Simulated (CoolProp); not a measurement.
Vapour-liquid equilibrium of R143a (1) + isobutene (2) at 0.0333 MPa; x and y are mole fractions of (1).

Computed with CoolProp (multi-fluid Helmholtz-energy mixture model, Lemmon and Jacobsen 2000 and Lemmon 2005; pair parameters Bell 2016).

```json
[
 {"x": "0.05", "bubble temperature (°C)": "-45.2", "y at the bubble point": "0.510", "dew temperature at overall composition x (°C)": "-33.3", "liquid density (mol/L)": "11.98"},
 {"x": "0.125", "bubble temperature (°C)": "-54.3", "y at the bubble point": "0.729", "dew temperature at overall composition x (°C)": "-34.9", "liquid density (mol/L)": "12.27"},
 {"x": "0.2", "bubble temperature (°C)": "-58.6", "y at the bubble point": "0.803", "dew temperature at overall composition x (°C)": "-36.6", "liquid density (mol/L)": "12.47"},
 {"x": "0.275", "bubble temperature (°C)": "-60.9", "y at the bubble point": "0.838", "dew temperature at overall composition x (°C)": "-38.4", "liquid density (mol/L)": "12.65"},
 {"x": "0.35", "bubble temperature (°C)": "-62.3", "y at the bubble point": "0.858", "dew temperature at overall composition x (°C)": "-40.4", "liquid density (mol/L)": "12.81"},
 {"x": "0.425", "bubble temperature (°C)": "-63.3", "y at the bubble point": "0.872", "dew temperature at overall composition x (°C)": "-42.5", "liquid density (mol/L)": "12.98"},
 {"x": "0.5", "bubble temperature (°C)": "-64.0", "y at the bubble point": "0.883", "dew temperature at overall composition x (°C)": "-44.9", "liquid density (mol/L)": "13.14"},
 {"x": "0.575", "bubble temperature (°C)": "-64.6", "y at the bubble point": "0.893", "dew temperature at overall composition x (°C)": "-47.5", "liquid density (mol/L)": "13.32"},
 {"x": "0.65", "bubble temperature (°C)": "-65.2", "y at the bubble point": "0.904", "dew temperature at overall composition x (°C)": "-50.6", "liquid density (mol/L)": "13.50"},
 {"x": "0.725", "bubble temperature (°C)": "-65.8", "y at the bubble point": "0.917", "dew temperature at overall composition x (°C)": "-54.1", "liquid density (mol/L)": "13.70"},
 {"x": "0.8", "bubble temperature (°C)": "-66.4", "y at the bubble point": "0.933", "dew temperature at overall composition x (°C)": "-58.4", "liquid density (mol/L)": "13.91"},
 {"x": "0.875", "bubble temperature (°C)": "-67.1", "y at the bubble point": "0.952", "dew temperature at overall composition x (°C)": "-63.5", "liquid density (mol/L)": "14.13"},
 {"x": "0.95", "bubble temperature (°C)": "-67.8", "y at the bubble point": "0.978", "dew temperature at overall composition x (°C)": "-67.0", "liquid density (mol/L)": "14.37"}
]
```

No azeotrope shows between x = 0.05 and 0.95.

Pair parameters are fitted to limited data, so mixtures are less certain than the pure fluids. With so large a gap from Raoult's law the liquid may split in two, which this calculation doesn't test in full.
